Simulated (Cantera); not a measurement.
# Carbothermic reduction: Ta₂O₅ + CO

Charge: 1 mol Ta₂O₅, 4.1 mol CO, at 5.30 bar.

Equilibrium computed with Cantera from the NASA thermochemical tables; the gas is ideal and each condensed phase is pure. Candidate condensed phases: C, Ta, TaC, Ta₂O₅; 15 gas species. Mutual solubility and eutectic melting of coexisting phases are not modelled. TaC: taken at fixed stoichiometry. Condensed phases not in the tables: Ta₂C. Kinetics and transport are ignored.

| T (K) | x CO | x CO₂ | x TaO₂ | x TaO | n C(graphite) | n Ta₂O₅(s) | n TaC(s) | n Ta₂O₅(l) |
|---|---|---|---|---|---|---|---|---|
| 1350 | 0.985 | 0.0150 | <1e-12 | <1e-12 | 0.0606 | 1.00 | 0 | 0 |
| 1450 | 0.995 | 0.00550 | <1e-12 | <1e-12 | 0.0224 | 1.00 | 0 | 0 |
| 1550 | 0.997 | 0.00332 | <1e-12 | <1e-12 | 0 | 0.998 | 0.00388 | 0 |
| 1650 | 0.997 | 0.00329 | 1.89e-11 | <1e-12 | 0 | 0.998 | 0.00386 | 0 |
| 1750 | 0.997 | 0.00328 | 2.79e-10 | 2.42e-12 | 0 | 0.998 | 0.00384 | 0 |
| 1850 | 0.997 | 0.00326 | 3.06e-9 | 4.07e-11 | 0 | 0.998 | 0.00382 | 0 |
| 1950 | 0.997 | 0.00325 | 2.59e-8 | 5.08e-10 | 0 | 0.998 | 0.00381 | 0 |
| 2050 | 0.997 | 0.00325 | 1.77e-7 | 4.92e-9 | 0 | 0.998 | 0.00380 | 0 |
| 2150 | 0.997 | 0.00311 | 8.78e-7 | 3.51e-8 | 0 | 0 | 0.00363 | 0.998 |
| 2250 | 0.997 | 0.00297 | 3.69e-6 | 2.07e-7 | 0 | 0 | 0.00347 | 0.998 |
x: gas mole fraction; n: condensed amount in mol.

From 1350 K to 1450 K the condensed part is C(graphite) + Ta₂O₅(s). From 1550 K to 2050 K the condensed part is TaC(s) + Ta₂O₅(s). From 2150 K to 2250 K the condensed part is TaC(s) + Ta₂O₅(l).
